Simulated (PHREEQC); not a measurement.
1 kg of water holding 0.14 mol NaCl meets 20 L of dry gas (CO2 0.56, N2 0.44 by moles) at fixed total pressure, at 10 °C; fugacities by Peng-Robinson. The gases take part in no redox reaction, some water evaporates into the gas, and hydrates or a liquid gas phase aren't modelled. No solid was allowed to form.

Equilibrium calculation in PHREEQC: ion-association model, phreeqc.dat.

```
P (atm)  dissolved CO2 (all carbonate carbon) (mol/kgw)  φ of CO2  p of CO2 (atm)  dissolved N2 (mol/kgw)
-------  ----------------------------------------------  --------  --------------  ----------------------
1                                                0.0280     0.994           0.539                0.000370
2                                                0.0559     0.988            1.08                0.000744
3                                                0.0835     0.982            1.63                 0.00112
5                                                 0.137     0.970            2.72                 0.00186
7.5                                               0.203     0.956            4.09                 0.00278
10                                                0.266     0.941            5.46                 0.00369
15                                                0.386     0.912            8.20                 0.00551
20                                                0.496     0.884            11.0                 0.00730
30                                                0.693     0.830            16.5                  0.0108
```

Away from 25 °C the constants follow the database's enthalpies or fits; those with neither stay at their 25 °C values.
